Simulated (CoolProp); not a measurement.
Model: reference Helmholtz-energy equation of state, Gao 2020, in CoolProp.

### Question
For ammonia, give the phase and the cp (kJ/(kg K)), cv (kJ/(kg K)), speed of sound (m/s), Joule-Thomson coefficient (K/MPa) at 85.75 °C and 0.18 MPa; 85.75 °C and 0.931 MPa; 85.75 °C and 56.8 MPa.

### Answer
- 85.75 °C and 0.18 MPa: gas; cp 2.24, cv 1.73, speed of sound 472, Joule-Thomson coefficient 14.8
- 85.75 °C and 0.931 MPa: gas; cp 2.47, cv 1.84, speed of sound 461, Joule-Thomson coefficient 14.5
- 85.75 °C and 56.8 MPa: liquid; cp 4.54, cv 2.72, speed of sound 1340, Joule-Thomson coefficient -0.0849
